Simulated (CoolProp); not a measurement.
Vapour-liquid equilibrium of isohexane (1) + n-hexane (2) at 447.8 K; x and y are mole fractions of (1).

Model: multi-fluid Helmholtz-energy mixture model, Lemmon 2006 and Thol 2019; pair parameters Bell 2016, in CoolProp.

```json
[
 {"x": "0.05", "bubble pressure, mixture model (bar)": "[?]", "bubble pressure, Raoult's law (bar)": "11.97", "y, mixture model": "[?]", "y, Raoult's law": "0.058"},
 {"x": "0.2", "bubble pressure, mixture model (bar)": "[?]", "bubble pressure, Raoult's law (bar)": "12.30", "y, mixture model": "[?]", "y, Raoult's law": "0.228"},
 {"x": "0.35", "bubble pressure, mixture model (bar)": "[?]", "bubble pressure, Raoult's law (bar)": "12.62", "y, mixture model": "0.376", "y, Raoult's law": "0.389"},
 {"x": "0.5", "bubble pressure, mixture model (bar)": "12.99", "bubble pressure, Raoult's law (bar)": "12.94", "y, mixture model": "0.527", "y, Raoult's law": "0.541"},
 {"x": "0.65", "bubble pressure, mixture model (bar)": "13.31", "bubble pressure, Raoult's law (bar)": "13.26", "y, mixture model": "0.673", "y, Raoult's law": "0.687"},
 {"x": "0.8", "bubble pressure, mixture model (bar)": "[?]", "bubble pressure, Raoult's law (bar)": "13.58", "y, mixture model": "[?]", "y, Raoult's law": "0.825"},
 {"x": "0.95", "bubble pressure, mixture model (bar)": "13.91", "bubble pressure, Raoult's law (bar)": "13.90", "y, mixture model": "0.954", "y, Raoult's law": "0.957"}
]
```

Q: What belongs in the gaps?

A: 
- 0.05, bubble pressure, mixture model (bar): 11.98
- 0.05, y, mixture model: 0.056
- 0.2, bubble pressure, mixture model (bar): 12.32
- 0.2, y, mixture model: 0.220
- 0.35, bubble pressure, mixture model (bar): 12.66
- 0.8, bubble pressure, mixture model (bar): 13.62
- 0.8, y, mixture model: 0.815

The largest gap from Raoult's law is +0.4 % in bubble pressure, at x = 0.5. No azeotrope shows between x = 0.05 and 0.95.

Pair parameters are fitted to limited data, so mixtures are less certain than the pure fluids.
